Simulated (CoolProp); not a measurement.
R1234ze(Z) along the isobar 5040 kPa: density (kg/m³) from the reference equation and from simpler models built on Tc = 150.1 °C, pc = 3531 kPa, ω = 0.327; each cubic takes its own stable root.

Computed with CoolProp (reference Helmholtz-energy equation of state, Akasaka 2019).

| T (°C) | phase | reference |
|---|---|---|
| 6.65 | liquid | 1285 |
| 17.35 | liquid | 1260 |
| 28.05 | liquid | 1233 |
| 38.65 | liquid | 1206 |
| 49.35 | liquid | 1178 |
| 60.05 | liquid | 1148 |
| 70.75 | liquid | 1117 |
| 81.45 | liquid | 1084 |
| 92.05 | liquid | 1050 |
| 102.75 | liquid | 1012 |
| 113.45 | liquid | 970.5 |
| 124.15 | liquid | 924.2 |
| 134.85 | liquid | 870.6 |
| 145.45 | liquid | 805.8 |
| 156.15 | supercritical | 717.9 |
| 166.85 | supercritical | 573.7 |

Problem. How far does each simpler model (Redlich-Kwong, Soave-Redlich-Kwong) lie from the reference over these 16 states: mean and median of the absolute difference, and the worst?

Solution. 
- Redlich-Kwong: mean 22.6 %, median 22.7 %, worst -24.5 % at 145.45 °C and 5040 kPa
- Soave-Redlich-Kwong: mean 20.3 %, median 19.3 %, worst -25.0 % at 156.15 °C and 5040 kPa
